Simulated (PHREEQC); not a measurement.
## Acid mine or pickling water (model solution)

Synthetic water in mmol/kgw, 20 °C, pH 2.55, pe 12.3:

```json
[
 {"constituent": "Na", "mmol/kgw": "5.63"},
 {"constituent": "K", "mmol/kgw": "0.0835"},
 {"constituent": "Ca", "mmol/kgw": "29.2"},
 {"constituent": "Mg", "mmol/kgw": "3.59"},
 {"constituent": "Cl", "mmol/kgw": "12.1"},
 {"constituent": "S(6)", "mmol/kgw": "34.4"},
 {"constituent": "Li", "mmol/kgw": "0.0098"},
 {"constituent": "F", "mmol/kgw": "0.3"}
]
```

Valence states are taken as typed.

Computed with PHREEQC (ion-association model, wateq4f.dat).

This is a speciation only: nothing precipitates in the calculation.

Question: Estimate the ionic strength, charge-balance error.

Answer: ionic strength 0.0927 mol/kgw; charge-balance error -3.5 %.

Question: In which forms is Mg present?

Answer: Mg+2 61 %, MgSO4 39 % of the Mg.

Saturation is exceeded, for instance for Gypsum; the values hold only as long as no solid forms.
